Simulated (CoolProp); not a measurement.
CF4 (R14) along the isotherm 252.2 K: density (kg/m³) from the reference equation and from simpler models built on Tc = 227.4 K, pc = 37.62 bar, ω = 0.178; each cubic takes its own stable root.

Computed with CoolProp (reference Helmholtz-energy equation of state, Platzer 1990). This equation is an older, rougher fit; its heat capacities, sound speeds and derivatives of the liquid may be far off and weren't checked against measurements.

| p (bar) | phase | reference | ideal gas | van der Waals | Redlich-Kwong | Soave-Redlich-Kwong | Peng-Robinson |
|---|---|---|---|---|---|---|---|
| 26.9 | gas | 139.8 | 112.9 | 139.9 | 141.3 | 139.5 | 143.3 |
| 53.7 | supercritical | 405.4 | 225.4 | 460.5 | 421.7 | 392.1 | 414.9 |
| 80.6 | supercritical | 790.6 | 338.3 | 703.7 | 755.8 | 710.6 | 767.6 |
| 107 | supercritical | 942.8 | 449.1 | 786.2 | 898.1 | 864.5 | 944.4 |
| 134 | supercritical | 1025 | 562.4 | 838.9 | 988.0 | 960.8 | 1055 |
| 161 | supercritical | 1080 | 675.7 | 877.5 | 1054 | 1030 | 1135 |
| 188 | supercritical | 1123 | 789.0 | 907.9 | 1106 | 1085 | 1197 |
| 215 | supercritical | 1158 | 902.3 | 933.0 | 1149 | 1130 | 1248 |
| 242 | supercritical | 1188 | 1016 | 954.4 | 1186 | 1169 | 1292 |
| 269 | supercritical | 1213 | 1129 | 973.1 | 1218 | 1202 | 1330 |
| 296 | supercritical | 1236 | 1242 | 989.5 | 1246 | 1232 | 1363 |
| 322 | supercritical | 1256 | 1351 | 1004 | 1271 | 1258 | 1392 |
| 349 | supercritical | 1275 | 1465 | 1017 | 1294 | 1282 | 1419 |
| 376 | supercritical | 1293 | 1578 | 1029 | 1316 | 1304 | 1443 |
